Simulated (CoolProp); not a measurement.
Properties of cis-2-butene at several states.

The numbers come from the reference Helmholtz-energy equation of state, Lemmon 2005 in CoolProp. It is a short technical equation, of lower accuracy than the large ones.

| T (°C) | p (MPa) | phase | cv (kJ/(kg K)) | Joule-Thomson coefficient (K/MPa) | expansivity (1/kK) | fugacity coefficient |
|---|---|---|---|---|---|---|
| 50.75 | 21.8 | liquid | 1.597 | -0.3526 | 1.581 | 0.03934 |
| 142.15 | 8.7 | liquid | 1.901 | (withheld) | 3.778 | 0.3045 |
| 102.25 | 0.0441 | gas | 1.592 | (withheld) | 2.717 | 0.9941 |
| -22.55 | 0.0163 | gas | (withheld) | 65.58 | 4.140 | 0.9908 |
| 12.15 | 0.29 | liquid | (withheld) | -0.3458 | (withheld) | 0.4565 |

Question: Some entries are withheld; supply them.

Answer: 
- 142.15, Joule-Thomson coefficient (K/MPa): 0.4163
- 102.25, Joule-Thomson coefficient (K/MPa): 14.25
- -22.55, cv (kJ/(kg K)): 1.132
- 12.15, cv (kJ/(kg K)): 1.480
- 12.15, expansivity (1/kK): 1.831
